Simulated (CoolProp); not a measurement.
Model: reference Helmholtz-energy equation of state, Lemmon 2006, in CoolProp. It is a short technical equation, of lower accuracy than the large ones.

Question: For toluene, give the phase and the cp (kJ/(kg K)) at 494 K and 0.88 bar; 230.3 K and 0.663 bar.

Answer: 
- 494 K and 0.88 bar: gas; cp 1.84
- 230.3 K and 0.663 bar: liquid; cp 1.52
